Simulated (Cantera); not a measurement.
## Reactions in the system Cr-H-N-O

Cantera with NASA thermochemical tables; ideal gases at 1 bar, condensed phases pure. Values are per mole of reaction as written; species without (g) are pure solids or liquids, kept so even where they would boil at 1 bar.

2 Cr₂O₃ + 4 NH₃(g) ⇌ N₂(g) + 6 H₂O(g) + 2 Cr₂N

```tsv
T (K)	ΔH° (kJ)	ΔS° (J/K)	ΔG° (kJ)	log10 K
973	742.9	509.7	247.0	-13.26
1048	741.6	508.4	208.8	-10.41
1123	740.5	507.3	170.7	-7.94
1198	739.5	506.5	132.7	-5.79
1273	738.8	505.9	94.8	-3.89
1348	738.2	505.5	56.8	-2.20
1423	737.8	505.2	18.9	-0.69
1498	737.7	505.1	-19.0	0.66
1573	737.7	505.1	-56.8	1.89
```
